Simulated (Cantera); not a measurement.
# Thermodynamics of halide evaporation, hydrolysis and transport, feed CaCl₂ + H₂

Charge: 1 mol CaCl₂, 1 mol H₂, held at 0.630 bar.

Cantera equilibrium calculation (NASA polynomials, part measured and part estimated; ideal gas, pure solids and liquids). Candidate condensed phases: Ca, CaCl₂; 9 gas species. Kinetics and transport are ignored.

From 625 K to 1025 K the condensed part is CaCl₂(s). From 1075 K to 1125 K the condensed part is CaCl₂(l).

```
T (K)   x H₂   x CaCl₂     x HCl       x H  n CaCl₂(s)  n CaCl₂(l)
-----  -----  --------  --------  --------  ----------  ----------
625     1.00    <1e-12    <1e-12    <1e-12        1.00           0
675     1.00    <1e-12    <1e-12    <1e-12        1.00           0
725     1.00    <1e-12    <1e-12    <1e-12        1.00           0
775     1.00    <1e-12    <1e-12  1.25e-12        1.00           0
825     1.00  1.16e-11    <1e-12  9.99e-12        1.00           0
875     1.00  1.60e-10  1.05e-11  6.32e-11        1.00           0
925     1.00   1.65e-9  1.67e-10  3.28e-10        1.00           0
975     1.00   1.33e-8   1.07e-9   1.44e-9        1.00           0
1025    1.00   8.69e-8   5.26e-9   5.49e-9        1.00           0
1075    1.00   4.32e-7   2.10e-8   1.85e-8           0        1.00
1125   1.000   1.74e-6   7.30e-8   5.60e-8           0       1.000
```
x: gas mole fraction; n: condensed amount in mol.
